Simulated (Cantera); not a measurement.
A closed system holds: 1 mol SiH₂Cl₂, 1.7 mol N₂O, 1.1 mol H₂, at 0.233 Torr.

These are equilibrium values from Cantera (NASA tables, ideal gas, pure condensed phases), not measurements of a reactor. Candidate condensed phases: H₂O, NH₄Cl, Si, SiO₂, Si₂N₂O, Si₃N₄; 47 gas species. Mutual solubility and eutectic melting of coexisting phases are not modelled. The tables' values for SiCl₃ are old estimates; treat these amounts as uncertain. The tables hold silica as quartz up to 1696 K and as liquid above; real silica turns to tridymite and cristobalite and melts near 1996 K. Kinetics and transport are ignored. All values below are at 1323 K.

Base state: HCl 0.423, N₂ 0.341, H₂ 0.235, SiO 0.000688, SiCl₂ 0.000544, SiCl₃ 7.63e-5, Cl 6.60e-5, SiCl₄ 5.86e-5 (mole fractions); condensed: SiO₂(β-quartz) + Si₂N₂O(s).

Q: What changes in the equilibrium state with this change: SiH₂Cl₂ replaced by HMDSO?

A: 
```json
[
 {"species": "H₂", "before": "0.235", "after": "0.697"},
 {"species": "CO", "before": "0", "after": "0.186"},
 {"species": "N₂", "before": "0.341", "after": "0.117"},
 {"species": "HCl", "before": "0.423", "after": "0"},
 {"species": "SiO", "before": "0.000688", "after": "0.000157"},
 {"species": "SiCl₂", "before": "0.000544", "after": "0"},
 {"species": "SiCl₃", "before": "7.63e-5", "after": "0"},
 {"species": "HCN", "before": "0", "after": "7.31e-5"},
 {"species": "Cl", "before": "6.60e-5", "after": "0"},
 {"species": "SiO₂(β-quartz), mol", "before": "0.800", "after": "0"},
 {"species": "Si₂N₂O(s), mol", "before": "0.0968", "after": "0.00602"},
 {"species": "C(graphite), mol", "before": "0", "after": "1.32"},
 {"species": "SiC(s), mol", "before": "0", "after": "1.99"}
]
```
The feed counts by its element totals alone. Further candidate phases: C, C₆H₆, C₇H₈, C₈H₁₈, SiC.
